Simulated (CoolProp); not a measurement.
Vapour-liquid equilibrium of CHF3 (R23) (1) + propylene (2) at 0.672 MPa; x and y are mole fractions of (1).

Computed with CoolProp (multi-fluid Helmholtz-energy mixture model, Penoncello 2003 and Lemmon 2013; pair parameters Bell 2016).

Give the bubble temperature and the first vapour's composition at x = 0.05, 0.35, 0.65. Is there an azeotrope?

x = 0.05: 267.2 K, y = 0.278; x = 0.35: 241.1 K, y = 0.757; x = 0.65: 235.2 K, y = 0.849. No azeotrope shows between x = 0.05 and 0.95.

Pair parameters are fitted to limited data, so mixtures are less certain than the pure fluids. With so large a gap from Raoult's law the liquid may split in two, which this calculation doesn't test in full.
